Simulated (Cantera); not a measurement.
A perfectly stirred reactor is fed with N₂O : N₂ = 1 : 2.6 (molar parts), at 48.8 Torr; it is held at 1225 K, and followed from long to short residence time.

Computed with Cantera and GRI-Mech 3.0 (53 species, 325 reactions). GRI-Mech 3.0 was tuned for natural gas; its chemistry of N2O as a main component is partial and can be far from experiment. The mechanism lacks the step 2 NO + O2 → 2 NO2, which can matter for NO2 below about 1400 K. The temperature is held fixed by assumption; the heat of reaction is taken as removed at once.

x: mole fraction; the columns are a selection and need not sum to one.

| τ (s) | x N₂O | x NO₂ | x NO | x N₂ | x O |
|---|---|---|---|---|---|
| 3.0 | 0.228 | ? | 0.00498 | 0.747 | 2.65e-6 |
| 1.0 | 0.259 | ? | 0.00189 | 0.732 | 2.67e-6 |
| 0.34 | 0.271 | ? | 0.000674 | 0.726 | 2.67e-6 |
| 0.11 | 0.276 | ? | 0.000221 | 0.723 | 2.66e-6 |
| 0.039 | 0.277 | ? | 7.86e-5 | 0.723 | 2.65e-6 |
| 0.013 | 0.278 | ? | 2.58e-5 | 0.722 | 2.61e-6 |
| 0.0044 | 0.278 | 1.71e-10 | 8.38e-6 | 0.722 | 2.50e-6 |
| 0.0015 | 0.278 | 1.60e-11 | 2.54e-6 | 0.722 | 2.22e-6 |
| 0.00051 | 0.278 | 1.06e-12 | 6.52e-7 | 0.722 | 1.68e-6 |

Problem. Some entries are withheld; supply them.

Solution. 
- 3.0, x NO₂: 3.34e-6
- 1.0, x NO₂: 1.16e-6
- 0.34, x NO₂: 3.34e-7
- 0.11, x NO₂: 6.86e-8
- 0.039, x NO₂: 1.21e-8
- 0.013, x NO₂: 1.53e-9
